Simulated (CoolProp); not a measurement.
Cyclohexane at 293.15 K and 3.16 MPa is throttled through a valve to 1.31 MPa with no heat exchange. Each further row changes one setting.

The numbers come from the reference Helmholtz-energy equation of state, Zhou 2014 in CoolProp.

```csv
case,temperature change (K),final density (kg/m³)
as stated,+0.8,779
outlet pressure 0.393 MPa,+1.3,778
outlet pressure 1.7 MPa,+0.7,779
```
